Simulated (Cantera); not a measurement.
Input: 1 mol SiCl4, 0.14 mol HCl, 510 mol H2, equilibrated at 7.90 mbar.

Method: chemical equilibrium by Gibbs-energy minimisation in Cantera with the NASA 1993 tables (ideal gas, pure condensed phases). Candidate condensed phases: Si; 19 gas species. Gases not in the tables: Si2H6 and higher silanes. Kinetics and transport are ignored.

Question: What share of the Si ends up in condensed phases as a function of T (K), at 825, 900, 975, 1050, 1125, 1200, 1275, 1350, 1425, 1500, 1575, 1650, 1725?

Answer: 
```csv
T (K),Si condensed (%),as
825,14.9,Si(s)
900,46.0,Si(s)
975,77.6,Si(s)
1050,90.5,Si(s)
1125,92.5,Si(s)
1200,92.3,Si(s)
1275,91.8,Si(s)
1350,91.2,Si(s)
1425,90.6,Si(s)
1500,90.0,Si(s)
1575,88.9,Si(s)
1650,86.5,Si(s)
1725,80.6,Si(l)
```
